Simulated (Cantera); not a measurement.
Charge: 1 mol SiH2Cl2, 0.0053 mol Cl2, 69 mol N2, at 0.133 bar.

Method: chemical equilibrium by Gibbs-energy minimisation in Cantera with the NASA 1993 tables (ideal gas, pure condensed phases). Candidate condensed phases: NH4Cl, Si, Si3N4; 28 gas species. N2 is the only nitrogen source here; it is nearly inert below about 1500 K, so the nitride shown seldom forms there in practice. The tables' values for SiCl3 are old estimates; treat these amounts as uncertain. Rates play no part. All values below are at 1200 K.

Base state: N2 0.973, HCl 0.0218, H2 0.00333, SiCl4 0.00166, SiCl3 4.81e-5, SiCl2 1.23e-5 (mole fractions); condensed: Si3N4(s).

Question: What changes in the equilibrium state with this change: 0.33 mol NH3 added?

Answer: 
```json
[
 {"species": "N2", "before": "0.973", "after": "0.965"},
 {"species": "HCl", "before": "0.0218", "after": "0.0260"},
 {"species": "H2", "before": "0.00333", "after": "0.00808"},
 {"species": "SiCl4", "before": "0.00166", "after": "0.000569"},
 {"species": "SiCl3", "before": "4.81e-5", "after": "2.16e-5"},
 {"species": "SiCl2", "before": "1.23e-5", "after": "7.20e-6"},
 {"species": "Si3N4(s), mol", "before": "0.293", "after": "0.319"}
]
```
